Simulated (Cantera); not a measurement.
Input (Python, Cantera):

```python
import numpy as np
import cantera as ct

gas = ct.Solution("gri30.yaml")
gas.TPX = 1775, 1333, {'CH4': 1, 'H2': 2.2}
inlet = ct.Reservoir(gas, clone=True)

reactor = ct.IdealGasConstPressureReactor(gas, energy="off", clone=False)
exhaust = ct.Reservoir(gas, clone=True)
tau = [13, 3.6, 1, 0.28, 0.08, 0.023, 0.0064][0]
for a, b in ((inlet, reactor), (reactor, exhaust)):
    ct.MassFlowController(a, b, mdot=lambda t: reactor.mass / tau)
net = ct.ReactorNet([reactor])
show = ['CH4', 'H2', 'C2H', 'CH2', 'C2H4', 'CH3', 'C2H2']

rows = []
print(f"{'tau/s':>10s}{'T/K':>9s}" + "".join(f"{s:>11s}" for s in show))
for tau in [13, 3.6, 1, 0.28, 0.08, 0.023, 0.0064]:
    net.initial_time = 0.0
    net.advance(30 * tau)
    before = gas.X
    net.advance(40 * tau)
    drift = np.max(np.abs(gas.X - before) / (gas.X + 1e-9))
    rows.append([gas.T, *gas[show].X, drift])
    print(f"{tau:10.3e}{gas.T:9.1f}" + "".join(f"{x:11.3e}" for x in gas[show].X))
```

It prints:

```
     tau/s      T/K        CH4         H2        C2H        CH2       C2H4        CH3       C2H2
 1.300e+01   1775.0  9.322e-03  8.731e-01  2.065e-06  9.636e-07  5.402e-05  4.288e-04  1.151e-01
 3.600e+00   1775.0  2.000e-02  8.665e-01  1.734e-06  1.446e-06  9.998e-05  8.012e-04  1.109e-01
 1.000e+00   1775.0  4.244e-02  8.525e-01  1.370e-06  2.015e-06  2.737e-04  1.457e-03  1.019e-01
 2.800e-01   1775.0  8.458e-02  8.259e-01  9.905e-07  2.646e-06  8.414e-04  2.508e-03  8.488e-02
 8.000e-02   1775.0  1.510e-01  7.841e-01  5.889e-07  3.231e-06  2.219e-03  3.883e-03  5.773e-02
 2.300e-02   1775.0  2.338e-01  7.323e-01  2.025e-07  3.248e-06  3.872e-03  4.876e-03  2.426e-02
 6.400e-03   1775.0  2.993e-01  6.932e-01  8.301e-09  1.379e-06  1.816e-03  3.274e-03  1.902e-03
```

Detailed kinetics in Cantera: GRI-Mech 3.0 (53 species, 325 reactions). GRI-Mech 3.0 stops at C3 and has no aromatics, soot or wall deposition, so with more carbon than oxygen in the feed, carbon stays in small species such as C2H2 where larger ones or solid carbon would form. Radical loss at walls, strong at low pressure, is not modelled.
